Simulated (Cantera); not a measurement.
**N2O furnace oxynitridation**

An isothermal, constant-pressure homogeneous reactor starts with 17.2 % N₂O, 0.0517 % H₂, 82.7 % N₂, at 1325 K and 1.00 bar.

Detailed kinetics in Cantera: GRI-Mech 3.0 (53 species, 325 reactions). GRI-Mech 3.0 was tuned for natural gas; its chemistry of N2O as a main component is partial and can be far from experiment. The mechanism lacks the step 2 NO + O2 → 2 NO2, which can matter for NO2 below about 1400 K. The temperature is held fixed by assumption; the heat of reaction is taken as removed at once.

| t (s) | x N₂O | x H₂ | x H₂O₂ | x N₂ | x NO |
|---|---|---|---|---|---|
| 6.00e-6 | 0.172 | 0.000517 | <1e-12 | 0.827 | 9.76e-8 |
| 3.52e-5 | 0.172 | 0.000516 | 5.88e-12 | 0.827 | 2.29e-6 |
| 0.000207 | 0.172 | 0.000493 | 2.46e-9 | 0.827 | 2.38e-5 |
| 0.00122 | 0.171 | 0.000251 | 1.40e-8 | 0.828 | 0.000151 |
| 0.00715 | 0.165 | 1.54e-5 | 1.76e-9 | 0.831 | 0.000882 |
| 0.0420 | 0.138 | 1.58e-8 | 8.94e-10 | 0.844 | 0.00468 |
| 0.247 | 0.0544 | 9.36e-9 | 5.86e-10 | 0.884 | 0.0148 |
| 1.45 | 0.00147 | 7.92e-10 | 4.13e-11 | 0.910 | 0.0185 |
| 8.51 | 1.17e-7 | 2.43e-10 | 8.32e-12 | 0.911 | 0.0185 |
| 50.0 | 1.17e-7 | 2.43e-10 | 8.32e-12 | 0.911 | 0.0185 |
x: mole fraction; the columns are a selection and need not sum to one.

Equilibrium at this temperature and pressure: N₂O 2.19e-8, H₂ 2.29e-10, H₂O₂ 8.85e-12, N₂ 0.920, NO 0.000309 (gas phase only).
